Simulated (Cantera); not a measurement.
Input (Python, Cantera):

```python
import numpy as np
import cantera as ct

gas = ct.Solution("gri30.yaml")
gas.TPX = 650, 1000000, {'CH4': 1, 'C2H6': 0.37, 'C3H8': 0.33, 'O2': 4.5, 'N2': 16.9, 'H2O': 3.8}
flame = ct.FreeFlame(gas, width=0.008)
flame.set_refine_criteria(ratio=3, slope=0.08, curve=0.16)
flame.transport_model = "mixture-averaged"
flame.solve(loglevel=0, auto=True)
z, T = flame.grid, flame.T
thick = (T[-1] - T[0]) / np.gradient(T, z).max()
show = ['CH4', 'C2H6', 'C3H8', 'CH3', 'CO2', 'C2H']
print(f"laminar burning velocity  {flame.velocity[0] * 100:.3f} cm/s")
print(f"burnt temperature         {T[-1]:.1f} K")
print(f"thermal thickness         {thick * 1e3:.4f} mm")
print(f"grid points               {len(z)}")
z0 = z[flame.heat_release_rate.argmax()]
print(f"{'z/mm':>9s}{'T/K':>9s}{'u/(m/s)':>9s}" + "".join(f"{s:>11s}" for s in show))
rows = []
for k in (-3, -2, -1.5, -1, -0.5, -0.25, 0, 0.25, 0.5, 1, 2, 4, 8):
    zz = z0 + k * thick
    rows.append([k * thick, np.interp(zz, z, T), np.interp(zz, z, flame.velocity),
                 *(np.interp(zz, z, flame.X[gas.species_index(s)]) for s in show)])
    print(f"{rows[-1][0] * 1e3:9.3f}{rows[-1][1]:9.1f}{rows[-1][2]:9.3f}" + "".join(f"{x:11.3e}" for x in rows[-1][3:]))
```

Output:

```
laminar burning velocity  49.710 cm/s
burnt temperature         2245.0 K
thermal thickness         0.0746 mm
grid points               138
     z/mm      T/K  u/(m/s)        CH4       C2H6       C3H8        CH3        CO2        C2H
   -0.224    650.9    0.499  3.708e-02  1.373e-02  1.225e-02  2.741e-10  3.123e-06  4.191e-24
   -0.149    657.0    0.504  3.679e-02  1.368e-02  1.222e-02  2.348e-09  3.635e-05  1.776e-21
   -0.112    675.8    0.520  3.615e-02  1.357e-02  1.216e-02  1.360e-08  1.746e-04  2.376e-19
   -0.075    768.5    0.596  3.356e-02  1.291e-02  1.180e-02  3.923e-07  1.224e-03  5.352e-16
   -0.037   1163.2    0.921  2.352e-02  8.316e-03  7.808e-03  8.677e-05  9.042e-03  9.049e-11
   -0.019   1533.4    1.232  1.376e-02  2.936e-03  2.105e-03  7.168e-04  2.044e-02  2.435e-08
    0.000   1884.3    1.523  3.783e-03  1.207e-04  1.827e-05  9.259e-04  3.833e-02  8.347e-07
    0.019   2055.5    1.653  3.538e-04  5.460e-07  1.496e-09  1.808e-04  5.590e-02  6.537e-07
    0.037   2122.0    1.698  2.173e-05  2.029e-09  7.952e-14  1.438e-05  6.636e-02  6.736e-08
    0.075   2179.3    1.737  1.855e-07  1.577e-13  6.192e-20  1.370e-07  7.353e-02  6.863e-10
    0.149   2217.3    1.763  4.355e-10  6.963e-18  5.490e-26  2.930e-10  7.614e-02  1.652e-12
    0.298   2236.4    1.776  1.606e-12  1.315e-20  4.732e-31  8.319e-13  7.698e-02  4.175e-15
    0.597   2243.3    1.781  1.766e-13  6.281e-23  1.424e-34  7.365e-14  7.727e-02  2.072e-17
```

Computed with Cantera and GRI-Mech 3.0 (53 species, 325 reactions). GRI-Mech 3.0 was tuned for natural gas; its chemistry of propane as a main component is partial and can be far from experiment. Burning velocities carry a grid error of a few per cent, more on coarse grids.
